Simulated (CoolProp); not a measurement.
Aqueous propylene glycol as a coolant, at 0 °C, 1 atm.

Computed with CoolProp (Melinder's fits for secondary coolants).

```tsv
mass %	freezing point (°C)	conductivity (W/(m K))	cp (kJ/(kg K))	density (kg/m³)	Prandtl number
4.9	-1.2	0.539	4.130	1004	17.0
9.5	-2.7	0.518	4.066	1009	21.1
14.1	-4.5	0.497	4.008	1014	26.5
18.7	-6.5	0.477	3.952	1019	33.6
23.2	-8.8	0.457	3.896	1024	42.9
27.8	-11.4	0.438	3.834	1029	55.7
32.4	-14.4	0.419	3.767	1034	72.5
36.9	-17.8	0.400	3.695	1039	93.8
41.5	-22.0	0.382	3.615	1044	121
46.1	-27.1	0.364	3.529	1048	155
50.7	-33.2	0.347	3.439	1051	195
```
